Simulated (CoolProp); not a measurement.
Ethane at 610.93 K and 3.12 MPa flows at 16 m/s in a round tube of 20 mm bore and 15 µm roughness, fully developed (64/Re and Nu = 3.66 if laminar; Colebrook and Gnielinski if turbulent). Each further row changes one setting.

Values from CoolProp's reference Helmholtz-energy equation of state, Bücker 2006.

| case | Reynolds number | Darcy friction factor | pressure drop (Pa/m) | heat-transfer coefficient (W/(m² K)) | mass flow (kg/h) |
|---|---|---|---|---|---|
| as stated | 334000 | 0.0194 | 2320 | 2520 | 339 |
| velocity 32 m/s | 668000 | 0.0189 | 9050 | 4920 | 677 |
| diameter 40 mm | 668000 | 0.0166 | 992 | 2140 | 1350 |

Viscosity comes from a separate model (Friend 1991). Thermal conductivity comes from a separate model (Friend 1991).
